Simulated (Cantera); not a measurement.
**Iron carbonyl, mercury and lead vapours: PbO + O₂ + H₂**

Input: 1 mol PbO, 0.044 mol O₂, 1.2 mol H₂, at 1000 Pa.

Method: chemical equilibrium by Gibbs-energy minimisation in Cantera with the NASA 1993 tables (ideal gas, pure condensed phases). Candidate condensed phases: H₂O, Pb, PbO, PbO₂, Pb₃O₄; 12 gas species. Rates play no part.

```json
[
 {"T (°C)": "877", "x H₂O": "0.880", "x Pb": "0.0290", "x H₂": "0.0906", "x PbO": "5.32e-6", "x Pb₂": "6.33e-7", "x H": "2.25e-7", "n Pb(l)": "0.964"},
 {"T (°C)": "927", "x H₂O": "0.848", "x Pb": "0.0643", "x H₂": "0.0873", "x PbO": "2.02e-5", "x Pb₂": "2.40e-6", "x H": "5.83e-7", "n Pb(l)": "0.917"},
 {"T (°C)": "977", "x H₂O": "0.785", "x Pb": "0.134", "x H₂": "0.0809", "x PbO": "6.86e-5", "x Pb₂": "8.12e-6", "x H": "1.38e-6", "n Pb(l)": "0.815"},
 {"T (°C)": "1027", "x H₂O": "0.668", "x Pb": "0.262", "x H₂": "0.0690", "x PbO": "0.000212", "x Pb₂": "2.50e-5", "x H": "2.91e-6", "n Pb(l)": "0.572"},
 {"T (°C)": "1077", "x H₂O": "0.494", "x Pb": "0.454", "x H₂": "0.0515", "x PbO": "0.000554", "x Pb₂": "6.07e-5", "x H": "5.41e-6", "n Pb(l)": "0"},
 {"T (°C)": "1127", "x H₂O": "0.494", "x Pb": "0.454", "x H₂": "0.0517", "x PbO": "0.000816", "x Pb₂": "4.99e-5", "x H": "1.11e-5", "n Pb(l)": "0"},
 {"T (°C)": "1177", "x H₂O": "0.493", "x Pb": "0.453", "x H₂": "0.0521", "x PbO": "0.00117", "x Pb₂": "4.16e-5", "x H": "2.16e-5", "n Pb(l)": "0"}
]
```
x: gas mole fraction; n: condensed amount in mol.

From 877 °C to 1027 °C the condensed part is Pb(l). From 1077 °C to 1177 °C nothing is condensed. The main Pb-bearing gas is Pb throughout.
